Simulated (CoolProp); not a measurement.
Saturation properties of acetone.

Computed with CoolProp (reference Helmholtz-energy equation of state, Lemmon 2006). It is a short technical equation, of lower accuracy than the large ones.

| T (K) | p (bar) | liquid density (kg/m³) | liquid cp (kJ/(kg K)) |
|---|---|---|---|
| 253.6 | 0.03001 | 833.1 | 2.055 |
| 259.5 | 0.04312 | 826.8 | 2.064 |
| 265.5 | 0.06115 | 820.4 | 2.074 |
| 271.4 | 0.08470 | 814.0 | 2.085 |
| 277.3 | 0.1154 | 807.6 | 2.097 |
| 283.3 | 0.1557 | 801.0 | 2.109 |
| 289.2 | 0.2060 | 794.6 | 2.122 |
| 295.1 | 0.2690 | 788.0 | 2.136 |
| 301.1 | 0.3484 | 781.3 | 2.150 |
| 307 | 0.4443 | 774.7 | 2.166 |
| 312.9 | 0.5604 | 767.9 | 2.182 |
| 318.9 | 0.7024 | 761.0 | 2.198 |
| 324.8 | 0.8689 | 754.2 | 2.216 |
| 330.7 | 1.065 | 747.2 | 2.234 |

It boils at 329.2 K under 1 atm.
